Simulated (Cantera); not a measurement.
Feed: 1 mol Al, 0.45 mol NH3, 5.3 mol N2, equilibrated at 133 Pa.

Equilibrium computed with Cantera from the NASA thermochemical tables; the gas is ideal and each condensed phase is pure. Candidate condensed phases: Al, AlN; 13 gas species. Equilibrium is a limit: real reactors are often held back by kinetics, nucleation or transport.

**Question.** At 2175 K, list the 4 most abundant gas species with their mole fractions, and the condensed phases.

**Answer.** N2 0.754, Al 0.136, H2 0.0738, H 0.0363. Condensed: gas only.
